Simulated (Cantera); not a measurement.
A closed system holds: 1 mol Fe(CO)5, a varied amount of O2, 71 mol N2, at 0.130 bar.

Cantera equilibrium calculation (NASA polynomials, part measured and part estimated; ideal gas, pure solids and liquids). Candidate condensed phases: C, Fe, Fe(CO)5, FeO, Fe2O3, Fe3O4; 27 gas species. Mutual solubility and eutectic melting of coexisting phases are not modelled. The tables' stoichiometric FeO is somewhat more stable than real wüstite, so its field is too wide. FeO: taken at fixed stoichiometry. Equilibrium is a limit: real reactors are often held back by kinetics, nucleation or transport.

What condenses at these points (T in °C, n(O2) in mol): (852, 0.17); (977, 0.17); (977, 0.62); (952, 1.5); (1027, 0.62); (852, 0.26)?


```tsv
T (°C)	n(O2) in mol	condensed phases	Fe condensed (%)
852	0.17	Fe	100.0
977	0.17	Fe	100.0
977	0.62	Fe + FeO	100.0
952	1.5	FeO	100.0
1027	0.62	Fe + FeO	100.0
852	0.26	Fe	100.0
```
